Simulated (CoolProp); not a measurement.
Properties of toluene along the isotherm 620 K (Tc = 591.7 K, pc = 41.26 bar, ω = 0.266).

Values from CoolProp's reference Helmholtz-energy equation of state, Lemmon 2006. It is a short technical equation, of lower accuracy than the large ones.

```
p (bar)          phase       Z  cv (kJ/(kg K))  isothermal compressibility (1/MPa)
-------  -------------  ------  --------------  ----------------------------------
13.8               gas  0.8880           2.119                              0.8223
27.5               gas  0.7588           2.159                              0.5001
41.3     supercritical  0.5958           2.220                              0.4729
55       supercritical  0.3540           2.309                              0.7072
68.8     supercritical  0.2960           2.243                              0.1057
82.5     supercritical  0.3221           2.220                             0.04966
96.3     supercritical  0.3560           2.209                             0.03222
110      supercritical  0.3915           2.203                             0.02389
124      supercritical  0.4284           2.198                             0.01891
138      supercritical  0.4655           2.195                             0.01565
151      supercritical  0.4998           2.193                             0.01350
165      supercritical  0.5366           2.191                             0.01176
179      supercritical  0.5732           2.190                             0.01042
193      supercritical  0.6095           2.189                            0.009358
206      supercritical  0.6430           2.188                            0.008550
```
